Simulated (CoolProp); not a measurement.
R1132(E) along the isotherm 393.9 K: Z from the reference equation and from simpler models built on Tc = 348.8 K, pc = 51.74 bar, ω = 0.245; each cubic takes its own stable root.

The numbers come from the reference Helmholtz-energy equation of state, Akasaka 2024 in CoolProp.

| p (bar) | phase | reference | Pitzer virial | Soave-Redlich-Kwong |
|---|---|---|---|---|
| 5 | gas | 0.9778 | 0.9781 | 0.9782 |
| 10 | gas | 0.9550 | 0.9562 | 0.9560 |
| 15 | gas | 0.9317 | 0.9344 | 0.9333 |
| 20 | gas | 0.9077 | 0.9125 | 0.9102 |
| 25 | gas | 0.8831 | 0.8906 | 0.8865 |
| 30 | gas | 0.8578 | 0.8687 | 0.8624 |
| 35 | gas | 0.8318 | 0.8468 | 0.8377 |
| 40 | gas | 0.8049 | 0.8250 | 0.8125 |
| 45 | gas | 0.7773 | 0.8031 | 0.7866 |
| 50 | gas | 0.7487 | 0.7812 | 0.7603 |
| 55 | supercritical | 0.7192 | 0.7593 | 0.7335 |
| 60 | supercritical | 0.6888 | 0.7374 | 0.7062 |
| 65 | supercritical | 0.6575 | 0.7156 | 0.6789 |
